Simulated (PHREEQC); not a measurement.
## Alkaline etch or developer

Consider water at 50 °C with 0.03 mol KOH, 0.0066 mol H3BO3 and 0.014 mol (CH3)4NCl per kg of water. Closed to the air; pH follows from the charge balance.

Computed with PHREEQC (ion-association model, phreeqc.dat).

Each row changes one thing in this solution. Precipitation was switched off in this run.

```json
[
 {"case": "as made", "pH": "11.54", "ionic strength (mol/kgw)": "0.0440", "H3BO3 (mol/kgw)": "1.75e-5"},
 {"case": "(CH3)4NCl left out", "pH": "[?]", "ionic strength (mol/kgw)": "0.0300", "H3BO3 (mol/kgw)": "1.75e-5"},
 {"case": "diluted 100-fold with water", "pH": "9.64", "ionic strength (mol/kgw)": "[?]", "H3BO3 (mol/kgw)": "1.33e-5"},
 {"case": "KOH left out", "pH": "[?]", "ionic strength (mol/kgw)": "0.0140", "H3BO3 (mol/kgw)": "0.00660"},
 {"case": "(CH3)4NCl from 0.014 to 0.021 mol/kgw", "pH": "11.54", "ionic strength (mol/kgw)": "0.0510", "H3BO3 (mol/kgw)": "1.75e-5"},
 {"case": "temperature from 50 to 15 °C", "pH": "[?]", "ionic strength (mol/kgw)": "0.0440", "H3BO3 (mol/kgw)": "[?]"},
 {"case": "(CH3)4NCl from 0.014 to 0.14 mol/kgw", "pH": "11.48", "ionic strength (mol/kgw)": "0.170", "H3BO3 (mol/kgw)": "1.76e-5"}
]
```

Question: Some entries are withheld; supply them.

Answer: 
- (CH3)4NCl left out, pH: 11.55
- diluted 100-fold with water, ionic strength (mol/kgw): 0.000440
- KOH left out, pH: 5.61
- temperature from 50 to 15 °C, pH: 12.63
- temperature from 50 to 15 °C, H3BO3 (mol/kgw): 2.68e-6

(CH3)4N+ isn't in the database: it is added as a free cation with an ion size of 4 Å. At this temperature some constants are extrapolated from 25 °C, and those without enthalpy data are left unchanged.
